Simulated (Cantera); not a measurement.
Cantera run:

```python
import numpy as np
import cantera as ct

gas_names = """
    CL CLO CL2 H HCL HOCL HO2 H2 H2O H2O2 Mg MgCL MgCL2 MgH MgO MgOH MgO2H2 Mg2 O OH O2 O3
""".split()
cond_names = """
    H2O(s) H2O(L) Mg(cr) Mg(L) MgCL2(s) MgCL2(L) MgO(s) MgO(L) MgO2H2(s)
""".split()


def load(file, names, dense=False):
    # The tables refer to 1 bar. Condensed volumes are neglected.
    table = {s.name: s for s in ct.Species.list_from_file(file)}
    out = []
    for n in names:
        d = dict(table[n].input_data)
        d["thermo"] = dict(d["thermo"], **{"reference-pressure": 1e5})
        if dense:
            d["equation-of-state"] = {"model": "constant-volume", "density": "1e6 g/cm^3"}
        out.append(ct.Species.from_dict(d))
    return out


gas = ct.Solution(thermo="ideal-gas", species=load("nasa_gas.yaml", gas_names))
cond = {s.name: ct.Solution(thermo="fixed-stoichiometry", species=[s], name=s.name)
        for s in load("nasa_condensed.yaml", cond_names, dense=True)}
atoms = {
    'MgO': {'Mg': 1, 'O': 1},
    'HCl': {'H': 1, 'CL': 1},
    'H2': {'H': 2},
}
top_T = {}  # K; cautious upper limits of use, not melting points


def equilibrate(T, P, feed):
    n = {}
    for name, mol in feed.items():
        for a, k in atoms[name].items():
            n[a] = n.get(a, 0.0) + k * mol
    gas.TPX = T, P, n
    mass = sum(n.values()) * gas.mean_molecular_weight
    gas.equilibrate("TP")
    valid = [c for c in cond.values() if c.min_temp <= T <= top_T.get(c.name, c.max_temp)]
    mix = ct.Mixture([(gas, mass / gas.mean_molecular_weight)] + [(c, 0.0) for c in valid])
    mix.T, mix.P = T, P
    mix.equilibrate("TP", solver="vcs", rtol=1e-11, max_steps=5000)
    return mix


results = []
feed = {'MgO': 1, 'HCl': 13, 'H2': 0.62}  # mol
P = 1333.22  # Pa
for T in [948, 1048, 1148, 1248, 1348, 1448, 1548, 1648, 1748, 1848, 1948]:
    mix = equilibrate(T, P, feed)
    results.append((T, P, feed, dict(zip(mix.species_names, mix.species_moles))))

top = {s: max(r[3][s] / sum(r[3][g] for g in gas_names) for r in results) for s in gas_names}
cols = sorted((s for s in top if top[s] > 1e-06), key=lambda s: -top[s])[:6]
seen = [c for c in cond_names if any(r[3].get(c, 0) > 1e-12 for r in results)]
print("log10 of partial pressures in bar; condensed amounts in mol")
print(f"{'T/K':>10s}" + "".join(f"{s[:9]:>10s}" for s in cols + seen))
for T, P, feed, n in results:
    ng = sum(n[g] for g in gas_names)
    print(f"{T:10.4g}" + "".join(f"{np.log10(max(n[s] / ng * P / 1e5, 1e-99)):10.3f}" for s in cols)
          + "".join(f"{n.get(c, 0):10.4g}" for c in seen))
```

Result:

```
log10 of partial pressures in bar; condensed amounts in mol
       T/K       HCL     MgCL2       H2O        H2        CL         H    MgO(s)
       948    -1.898    -4.470    -4.470    -3.217    -9.591   -10.889    0.9654
      1048    -1.901    -4.092    -4.092    -3.217    -8.444    -9.721    0.9174
      1148    -1.907    -3.786    -3.786    -3.217    -7.498    -8.753    0.8328
      1248    -1.916    -3.535    -3.535    -3.217    -6.706    -7.939    0.7019
      1348    -1.929    -3.328    -3.328    -3.217    -6.035    -7.244    0.5203
      1448    -1.946    -3.158    -3.158    -3.216    -5.462    -6.643    0.2894
      1548    -1.967    -3.017    -3.017    -3.214    -4.970    -6.118   0.01732
      1648    -1.970    -3.010    -3.010    -3.207    -4.522    -5.654         0
      1748    -1.972    -3.011    -3.011    -3.194    -4.129    -5.238         0
      1848    -1.977    -3.013    -3.013    -3.169    -3.788    -4.860         0
      1948    -1.987    -3.016    -3.017    -3.128    -3.495    -4.511         0
```

Cantera equilibrium calculation (NASA polynomials, part measured and part estimated; ideal gas, pure solids and liquids). Condensed phases not in the tables: MgOHCl.
